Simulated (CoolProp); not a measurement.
Ethylene along the isotherm 41.55 °C: fugacity coefficient from the reference equation and from simpler models built on Tc = 9.2 °C, pc = 5042 kPa, ω = 0.087; each cubic takes its own stable root.

The numbers come from the reference Helmholtz-energy equation of state, Smukala 2000 in CoolProp.

```tsv
p (kPa)	phase	reference
180	gas	0.9914
360	gas	0.9829
540	gas	0.9744
720	gas	0.9659
900	gas	0.9575
1080	gas	0.9490
1260	gas	0.9407
1440	gas	0.9323
1620	gas	0.9240
1800	gas	0.9157
1980	gas	0.9074
2160	gas	0.8992
2340	gas	0.8910
2520	gas	0.8828
```

**Question.** How far does each simpler model (van der Waals, Redlich-Kwong, Soave-Redlich-Kwong, Peng-Robinson) lie from the reference over these 14 states: mean and median of the absolute difference, and the worst?

**Answer.** 
- van der Waals: mean 0.3 %, median 0.3 %, worst +0.5 % at 41.55 °C and 2520 kPa
- Redlich-Kwong: mean 0.2 %, median 0.2 %, worst -0.4 % at 41.55 °C and 2520 kPa
- Soave-Redlich-Kwong: mean 0.1 %, median 0.1 %, worst -0.1 % at 41.55 °C and 2520 kPa
- Peng-Robinson: mean 0.9 %, median 1.0 %, worst -1.7 % at 41.55 °C and 2520 kPa
